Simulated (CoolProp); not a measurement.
Properties of sulfur dioxide along the isotherm 346.6 K.

The numbers come from the reference Helmholtz-energy equation of state, Gao 2016 in CoolProp.

| p (kPa) | phase | speed of sound (m/s) | Joule-Thomson coefficient (K/MPa) |
|---|---|---|---|
| 2190 | liquid | ? | 0.01523 |
| 4380 | liquid | 683.9 | ? |
| 6570 | liquid | 704.2 | -0.03795 |
| 8760 | liquid | 723.2 | ? |
| 11000 | liquid | ? | -0.07892 |
| 13100 | liquid | ? | ? |
| 15300 | liquid | 773.6 | -0.1106 |
| 17500 | liquid | ? | -0.1245 |
| 19700 | liquid | ? | -0.1373 |

Complete the blanks.


- 2190, speed of sound (m/s): 662.0
- 4380, Joule-Thomson coefficient (K/MPa): -0.01333
- 8760, Joule-Thomson coefficient (K/MPa): -0.05947
- 11000, speed of sound (m/s): 741.4
- 13100, speed of sound (m/s): 757.6
- 13100, Joule-Thomson coefficient (K/MPa): -0.09521
- 17500, speed of sound (m/s): 788.9
- 19700, speed of sound (m/s): 803.4
